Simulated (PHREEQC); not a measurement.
A made-up water analysis in mmol/kgw, 30 °C, pH 3.3, pe 11.6:

| constituent | mmol/kgw |
|---|---|
| Na | 1.96 |
| K | 4.74 |
| Ca | 17.9 |
| Mg | 19.7 |
| Cl | 22 |
| S(6) | 48.3 |
| Al | 14.7 |
| Zn | 0.77 |
| Cd | 1.2 |
| Fe(3) | 0.0246 |

Valence states are taken as typed.

Model: ion-association model, wateq4f.dat, run in PHREEQC.

No solid was allowed to form.

Task: What ionic strength does the model give?

Result: ionic strength 0.118 mol/kgw.

Task: In which forms is K present?

Result: K+ 95 %, KSO4- 4.6 % of the K.

Examples of supersaturated solids here: Jarosite-K, Hematite (slow to form). Others may be too.
